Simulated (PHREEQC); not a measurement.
Synthetic water in mg/L, 25 °C, pH 2.53, pe 12.7:

```json
[
 {"constituent": "Na", "mg/L": "127"},
 {"constituent": "K", "mg/L": "647"},
 {"constituent": "Ca", "mg/L": "312"},
 {"constituent": "Mg", "mg/L": "206"},
 {"constituent": "Cl", "mg/L": "705"},
 {"constituent": "S(6) as SO4", "mg/L": "1950"},
 {"constituent": "Mn(2)", "mg/L": "2.33"}
]
```

Valence states are taken as typed.

Equilibrium calculation in PHREEQC: ion-association model, wateq4f.dat.

```yaml
ionic_strength: 0.0706 mol/kgw
total_alkalinity: -5.43 meq/kg
charge_balance_error: -0.4 %
```

| species | molality | activity | log γ |
|---|---|---|---|
| Cl- | 0.0200 | 0.0158 | -0.103 |
| K+ | 0.0160 | 0.0127 | -0.103 |
| SO4-2 | 0.0124 | 0.00518 | -0.380 |
| Mg+2 | 0.00556 | 0.00247 | -0.352 |
| Na+ | 0.00541 | 0.00434 | -0.095 |
| Ca+2 | 0.00540 | 0.00233 | -0.366 |

No solid was allowed to form. Species that the database lacks are ignored.
